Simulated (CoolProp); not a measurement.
Vapour pressure (MPa) of R245fa: the reference equation beside estimates from Tc = 427.0 K, pc = 3.651 MPa, ω = 0.378.

Computed with CoolProp (reference Helmholtz-energy equation of state, Akasaka 2015).

```tsv
T (K)	reference	van der Waals	Soave-Redlich-Kwong
208.8	0.0009075	0.08711	0.0009072
222.8	(withheld)	0.1347	0.002800
236.8	0.007424	0.1982	0.007385
250.8	0.01722	0.2801	0.01713
264.7	0.03571	0.3819	(withheld)
278.7	0.06819	0.5071	0.06805
292.7	0.1209	(withheld)	0.1209
306.7	0.2017	0.8335	0.2021
320.7	(withheld)	1.038	0.3206
334.7	0.4832	1.273	0.4866
348.7	0.7047	1.538	0.7113
362.7	0.9953	1.836	(withheld)
376.6	1.365	2.165	1.382
390.6	1.833	2.531	1.857
```

Task: What belongs in the gaps?

Result: 
- 222.8, reference: 0.002811
- 264.7, Soave-Redlich-Kwong: 0.03558
- 292.7, van der Waals: 0.6570
- 320.7, reference: 0.3191
- 362.7, Soave-Redlich-Kwong: 1.007

Absolute difference from the reference over all 14 rows, mean and median: van der Waals 1524.6 and 378.3 %, Soave-Redlich-Kwong 0.6 and 0.5 %.
